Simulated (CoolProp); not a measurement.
Properties of cis-2-butene along the isotherm 461.5 K.

Values from CoolProp's reference Helmholtz-energy equation of state, Lemmon 2005. It is a short technical equation, of lower accuracy than the large ones.

```tsv
p (MPa)	phase	density (kg/m³)	cp (kJ/(kg K))	isothermal compressibility (1/MPa)
0.163	gas	2.410	2.078	6.205
0.326	gas	4.876	2.090	3.139
0.489	gas	7.402	2.103	2.119
0.652	gas	9.990	2.117	1.609
0.815	gas	12.64	2.132	1.305
0.978	gas	15.37	2.148	1.103
1.14	gas	18.15	2.165	0.9597
1.3	gas	20.98	2.182	0.8543
1.47	gas	24.07	2.203	0.7682
1.63	gas	27.08	2.223	0.7043
1.79	gas	30.18	2.245	0.6525
1.96	gas	33.59	2.270	0.6076
2.12	gas	36.91	2.296	0.5726
```
